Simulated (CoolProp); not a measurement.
Vapour-liquid equilibrium of dimethyl ether (1) + n-butane (2) at 0.415 bar; x and y are mole fractions of (1).

Model: multi-fluid Helmholtz-energy mixture model, Wu 2011 and Bücker 2006; pair parameters Bell 2016, in CoolProp.

Task: Give the bubble temperature and the first vapour's composition at x = 0.425, 0.5, 0.575. Is there an azeotrope?

Result: x = 0.425: 234.9 K, y = 0.709; x = 0.5: 233.8 K, y = 0.749; x = 0.575: 232.9 K, y = 0.784. No azeotrope shows between x = 0.05 and 0.95.

Pair parameters are fitted to limited data, so mixtures are less certain than the pure fluids.
